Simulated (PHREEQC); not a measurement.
Alkaline etch or developer (model solution)

Consider water at 58 °C and 10 atm with 0.019 mol TMAH, 0.011 mol CO2 and 0.01 mol K3PO4 per kg of water. Closed to the air; pH follows from the charge balance.

Equilibrium calculation in PHREEQC: ion-association model, phreeqc.dat.

Precipitation was switched off in this run.

Question: Estimate the pH, ionic strength.

Answer: pH 10.77; ionic strength 0.0714 mol/kgw.

Question: In which forms is P present?

Answer: HPO4-2 83 %, PO4-3 15 %, KHPO4- 1.9 % of the P.

(CH3)4N+ isn't in the database: it is added as a free cation with an ion size of 4 Å. Constants without temperature data keep their 25 °C values here.
